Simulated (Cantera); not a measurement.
An isothermal, constant-pressure homogeneous reactor starts with NO : N2 = 1 : 0.47 (molar parts), at 1575 K and 1.09 atm. Integrator tolerance rtol = 1e-08.

Computed with Cantera and GRI-Mech 3.0 (53 species, 325 reactions).

Question: What does this change do: temperature 1575 to 1950 K?

Answer: 
```tsv
quantity	before	after
x(NO) at 200 s	0.0766 (gas-phase equilibrium 0.00203)	0.00771 (gas-phase equilibrium 0.00771)
x(O) at 200 s	5.65e-6 (gas-phase equilibrium 5.98e-6)	0.000251 (gas-phase equilibrium 0.000251)
x(N2O) at 200 s	2.14e-6 (gas-phase equilibrium 1.17e-7)	4.17e-7 (gas-phase equilibrium 4.17e-7)
x(NO2) at 200 s	0.000414 (gas-phase equilibrium 1.16e-5)	1.92e-5 (gas-phase equilibrium 1.92e-5)
x(O2) at 200 s	0.301 (gas-phase equilibrium 0.339)	0.336 (gas-phase equilibrium 0.336)
x(N2) at 200 s	0.621 (gas-phase equilibrium 0.659)	0.656 (gas-phase equilibrium 0.656)
```
